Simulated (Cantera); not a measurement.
Charge: 1 mol (CH3)2SiCl2, 0.4 mol C2H2, 150 mol H2, 0.087 mol C2H4, at 0.590 bar.

Cantera equilibrium calculation (NASA polynomials, part measured and part estimated; ideal gas, pure solids and liquids). Candidate condensed phases: C, C6H6, C7H8, C8H18, Si, SiC; 109 gas species. The feed counts by its element totals alone. Equilibrium is a limit: real reactors are often held back by kinetics, nucleation or transport. All values below are at 1925 K.

Base state: H2 0.985, HCl 0.0129, H 0.00124, C2H2 (acetylene) 0.000451, CH4 0.000299, SiCl2 1.82e-5, Cl 1.22e-5 (mole fractions); condensed: C(graphite) + SiC(s).

### Question
What changes in the equilibrium state with this change: (CH3)2SiCl2 replaced by CH3SiH3?

### Answer
```tsv
species	before	after
H2	0.985	0.998
H	0.00124	0.00124
C2H2 (acetylene)	0.000451	0.000457
HCl	0.0129	0
SiCl2	1.82e-5	0
Cl	1.22e-5	0
CH4	0.000299	0.000307
C(graphite), mol	1.79	0.785
SiC(s), mol	0.996	0.999
```
